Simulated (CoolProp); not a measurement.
Vapour-liquid equilibrium of benzene (1) + toluene (2) at 409.4 K; x and y are mole fractions of (1).

Values from CoolProp's multi-fluid Helmholtz-energy mixture model, Thol 2012 and Lemmon 2006; pair parameters Bell 2016.

Q: Give the bubble pressure and the first vapour's composition at x = 0.35, 0.5, 0.8. Is there an azeotrope?

A: x = 0.35: 0.2794 MPa, y = 0.524; x = 0.5: 0.3146 MPa, y = 0.671; x = 0.8: 0.3866 MPa, y = 0.890. No azeotrope shows between x = 0.05 and 0.95.

The pair parameters rest on a limited set of measurements; away from them the model extrapolates.
